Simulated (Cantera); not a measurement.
A perfectly stirred reactor is fed with CO : H2 : CH4 : O2 : N2 = 1 : 0.28 : 0.093 : 1.8 : 6.75 (molar parts), at 19.0 bar; it is adiabatic with a 325 K inlet, and is followed from long to short residence time, starting on the burning branch (τ in s: 0.037, 0.018, 0.0088, 0.0043, 0.0021, 0.001, 0.0005, 0.00024, 0.00012, 5.8e-05).

Model: GRI-Mech 3.0 (53 species, 325 reactions), integrated in Cantera. The pressure lies above the range GRI-Mech 3.0 was tuned for (to about 10 atm).

Q: What does this change do: CH4 0.093 to 0.073 parts?

A: 
```
quantity                                                                      before                               after
------------------------------------------------  ----------------------------------  ----------------------------------
blow-out, bracketed by the residence times tried  burning at 2.10 ms, out at 1.00 ms  burning at 2.10 ms, out at 1.00 ms
x(CO) at τ = 37.0 ms                                                        0.000477                            0.000595
x(H2) at τ = 37.0 ms                                                         1.34e-5                             1.61e-5
x(CH4) at τ = 37.0 ms                                                        3.20e-6                             3.33e-6
x(NO) at τ = 37.0 ms                                                         3.81e-6                             2.98e-6
x(CH2) at τ = 37.0 ms                                                       6.41e-10                            4.56e-10
x(CO) at τ = 1.00 ms                                                           0.101                               0.101
x(H2) at τ = 1.00 ms                                                          0.0282                              0.0283
x(CH4) at τ = 1.00 ms                                                        0.00937                             0.00737
x(NO) at τ = 1.00 ms                                                          <1e-12                              <1e-12
x(CH2) at τ = 1.00 ms                                                         <1e-12                              <1e-12
```
